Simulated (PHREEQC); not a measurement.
Consider water at 25 °C and 300 atm with 1.7 mol LiBr, 0.0065 mol H3BO3 and 0.0345 mol MgCl2 per kg of water. Closed to the air; pH follows from the charge balance.

All values are PHREEQC results (Pitzer model, pitzer.dat), not measurements.

```json
{
 "pH": "5.12",
 "ionic_strength": "1.80 mol/kgw",
 "activity_of_water": "0.929",
 "density": "1.112 g/cm³",
 "osmotic_coefficient": "1.157"
}
```

| species | molality | activity | log γ |
|---|---|---|---|
| Br- | 1.70 | 1.05 | -0.211 |
| Li+ | 1.70 | 2.49 | 0.166 |
| Cl- | 0.0690 | 0.0400 | -0.237 |
| Mg+2 | 0.0345 | 0.0292 | -0.072 |
| B(OH)3 | 0.00650 | 0.00658 | 0.005 |
| H+ | 4.39e-6 | 7.57e-6 | 0.236 |
| B(OH)4- | 3.54e-6 | 9.27e-7 | -0.581 |
| MgB(OH)4+ | 8.31e-7 | 5.48e-7 | -0.181 |
| B3O3(OH)4- | 1.27e-8 | 3.42e-9 | -0.572 |
| MgOH+ | 8.38e-9 | 5.59e-9 | -0.176 |
| OH- | 6.31e-9 | 1.54e-9 | -0.612 |

No solid was allowed to form. In brines, pH and single-ion activities rest on the MacInnes convention. Under pressure, the constants of complexes without a molar volume in the database are unreliable.
